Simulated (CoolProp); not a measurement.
Values from CoolProp's reference Helmholtz-energy equation of state, de Reuck 1990.

Problem. Give the vapour pressure (kPa), liquid density (kg/m³), enthalpy of vaporisation (kJ/kg), vapour Z of saturated fluorine at -140.55 °C.

Solution. 
| T (°C) | p (kPa) | liquid density (kg/m³) | enthalpy of vaporisation (kJ/kg) | vapour Z |
|---|---|---|---|---|
| -140.55 | 3110 | 1050 | 96.5 | 0.638 |
